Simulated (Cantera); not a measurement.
# Gas-phase reforming

A perfectly stirred reactor is fed with 50.0 % CH4, 50.0 % CO2, at 4.93 atm; it is held at 1875 K, and followed from long to short residence time.

Computed with Cantera and GRI-Mech 3.0 (53 species, 325 reactions).

| τ (s) | x CH4 | x CO2 | x H2 | x O2 | x C2H6 |
|---|---|---|---|---|---|
| 21 | 0.00389 | 0.00233 | 0.486 | <1e-12 | 3.18e-7 |
| 6.7 | 0.00556 | 0.00404 | 0.478 | 2.27e-12 | 6.32e-7 |
| 2.1 | 0.00805 | 0.00706 | 0.464 | 6.47e-12 | 1.29e-6 |
| 0.65 | 0.0119 | 0.0123 | 0.441 | 1.78e-11 | 2.74e-6 |
| 0.20 | 0.0179 | 0.0214 | 0.406 | 4.63e-11 | 6.21e-6 |
| 0.064 | 0.0268 | 0.0358 | 0.358 | 1.09e-10 | 1.48e-5 |
| 0.020 | 0.0413 | 0.0607 | 0.302 | 2.36e-10 | 3.92e-5 |
| 0.0062 | 0.0665 | 0.106 | 0.251 | 4.24e-10 | 0.000112 |
| 0.0019 | 0.117 | 0.191 | 0.223 | 5.01e-10 | 0.000324 |
| 0.00060 | 0.203 | 0.309 | 0.204 | 3.27e-10 | 0.000840 |
x: mole fraction; the columns are a selection and need not sum to one.
